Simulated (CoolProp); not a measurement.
Saturated liquid density (kg/m³) of neopentane: the reference equation beside estimates from Tc = 160.6 °C, pc = 3.196 MPa, ω = 0.196. Rackett uses Z = 0.29056 − 0.08775 ω.

Computed with CoolProp (reference Helmholtz-energy equation of state, Lemmon 2006). It is a short technical equation, of lower accuracy than the large ones.

```
T (°C)  reference  Rackett  van der Waals  Soave-Redlich-Kwong
------  ---------  -------  -------------  -------------------
66.25       534.7    541.2          336.4                495.0
73.45       524.9    531.1          329.9                483.5
80.55           ?    520.8              ?                471.5
87.65       504.3    510.0          316.3                    ?
94.75           ?        ?          309.0                445.4
101.95          ?    486.5          301.1                430.9
109.05      468.5    473.8          292.9                415.6
116.15          ?    460.1          284.0                399.1
```

Q: Complete the blanks.

A: 
- 80.55, reference: 514.8
- 80.55, van der Waals: 323.3
- 87.65, Soave-Redlich-Kwong: 458.9
- 94.75, reference: 493.1
- 94.75, Rackett: 498.6
- 101.95, reference: 481.1
- 116.15, reference: 454.8

Absolute difference from the reference over all 8 rows, mean and median: Rackett 1.2 and 1.1 %, van der Waals 37.3 and 37.3 %, Soave-Redlich-Kwong 9.5 and 9.3 %.
